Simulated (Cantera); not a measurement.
What does this Cantera script print?

```python
import numpy as np
import cantera as ct

gas = ct.Solution("gri30.yaml")
gas.TPX = 1325, 31000, {'CO': 1, 'H2': 0.061, 'CH4': 0.055, 'O2': 0.582, 'N2': 2.19, 'H2O': 0.19}
reactor = ct.IdealGasConstPressureReactor(gas, energy="on", clone=False)
net = ct.ReactorNet([reactor])
net.rtol, net.atol = 1e-08, 1e-16
show = ['CO', 'H2', 'CH4', 'O2', 'NO']
times = np.geomspace(5e-06, 0.1, 15)

steps = ct.SolutionArray(gas, extra=["t"])
rows = []
print(f"{'t/s':>10s}{'T/K':>9s}{'P/Pa':>11s}" + "".join(f"{s:>11s}" for s in show))
for t in times:
    while net.time < t:
        t_next = net.step()
        steps.append(gas.state, t=t_next)
    rows.append([np.interp(t, steps.t, y) for y in (steps.T, steps.P, *steps(*show).X.T)])
    print(f"{t:10.3e}{rows[-1][0]:9.1f}{rows[-1][1]:11.4g}" + "".join(f"{x:11.3e}" for x in rows[-1][2:]))
rate = np.gradient(steps.T, steps.t)
print("integrator steps:", len(steps.t))
if steps.T.max() > steps.T[0] + 200:
    print(f"time of steepest temperature rise: {steps.t[rate.argmax()]:.4e} s")
gas.TPX = 1325, 31000, {'CO': 1, 'H2': 0.061, 'CH4': 0.055, 'O2': 0.582, 'N2': 2.19, 'H2O': 0.19}
gas.equilibrate("HP")
print(f"equilibrium (HP): T = {gas.T:.1f} K  " + "  ".join(f"{s} {gas[s].X[0]:.3e}" for s in show))
```

Output:

```
       t/s      T/K       P/Pa         CO         H2        CH4         O2         NO
 5.000e-06   1325.0    3.1e+04  2.452e-01  1.496e-02  1.349e-02  1.427e-01  2.888e-18
 1.014e-05   1325.0    3.1e+04  2.452e-01  1.496e-02  1.349e-02  1.427e-01  1.227e-17
 2.058e-05   1325.0    3.1e+04  2.452e-01  1.496e-02  1.349e-02  1.427e-01  5.109e-17
 4.175e-05   1325.0    3.1e+04  2.452e-01  1.496e-02  1.349e-02  1.427e-01  2.412e-16
 8.469e-05   1325.0    3.1e+04  2.452e-01  1.496e-02  1.348e-02  1.427e-01  1.859e-15
 1.718e-04   1325.1    3.1e+04  2.452e-01  1.494e-02  1.343e-02  1.427e-01  1.347e-13
 3.486e-04   1536.5    3.1e+04  2.357e-01  1.283e-02  1.069e-03  1.104e-01  7.067e-08
 7.071e-04   1984.4    3.1e+04  1.326e-01  1.236e-02  7.532e-17  4.949e-02  3.919e-05
 1.435e-03   2252.3    3.1e+04  1.256e-01  1.047e-02  2.339e-17  4.474e-02  1.477e-04
 2.910e-03   2463.4    3.1e+04  1.138e-01  8.496e-03  3.507e-17  3.860e-02  6.408e-04
 5.904e-03   2578.4    3.1e+04  1.052e-01  7.361e-03  7.329e-17  3.375e-02  2.221e-03
 1.198e-02   2591.9    3.1e+04  1.039e-01  7.224e-03  8.585e-17  3.191e-02  5.011e-03
 2.430e-02   2589.1    3.1e+04  1.039e-01  7.250e-03  8.831e-17  3.079e-02  7.650e-03
 4.929e-02   2588.0    3.1e+04  1.039e-01  7.260e-03  8.919e-17  3.039e-02  8.607e-03
 1.000e-01   2587.9    3.1e+04  1.039e-01  7.261e-03  8.925e-17  3.036e-02  8.675e-03
integrator steps: 1554
time of steepest temperature rise: 3.4009e-04 s
equilibrium (HP): T = 2587.9 K  CO 1.039e-01  H2 7.261e-03  CH4 1.246e-16  O2 3.036e-02  NO 8.675e-03
```

Cantera simulation using GRI-Mech 3.0 (53 species, 325 reactions); the numbers are that mechanism's predictions, not measurements.
